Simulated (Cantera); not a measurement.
A perfectly stirred reactor is fed with 6.59 % CH4, 5.66 % CO, 18.4 % O2, 69.2 % N2, 0.224 % H2O, equivalence ratio 0.87, at 60000 Pa; it is adiabatic with a 350 K inlet, and is followed from long to short residence time, starting on the burning branch (τ in s: 0.16, 0.069, 0.03, 0.013, 0.0058, 0.0025, 0.0011, 0.00049, 0.00021, 9.4e-05, 4.1e-05, 1.8e-05).

Model: GRI-Mech 3.0 (53 species, 325 reactions), integrated in Cantera.

One state of this run: T (K) = 2058; x CH4 = 1.62e-5; x CO = 0.0147; x O2 = 0.0310; x O = 0.00187; x CH3 = 5.41e-6. x: mole fraction; the columns are a selection and need not sum to one.

Q: Which value of τ (s) does it belong to?
A. 1.8e-5
B. 0.00021
C. 0.013
D. 0.0011

A: C, 0.013
